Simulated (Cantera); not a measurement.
Mixture: CH4 : CO : O2 : N2 : H2O = 1 : 0.03 : 2.88 : 10.8 : 1.2 (molar parts), at 480 Torr, adiabatic and at constant volume. Ignition delay is the time to a rise of 400 K.

Model: GRI-Mech 3.0 (53 species, 325 reactions), integrated in Cantera.

Task: What does this change do: pressure from 480 Torr to 750 Torr?

Result: 
```csv
quantity,before,after
delay at 1198 K,66.1 ms,44.8 ms
delay at 1348 K,8.78 ms,6.24 ms
delay at 1498 K,1.63 ms,1.16 ms
delay at 1648 K,0.437 ms,0.300 ms
apparent activation energy between 1573 and 1723 K,170 kJ/mol,180 kJ/mol
```
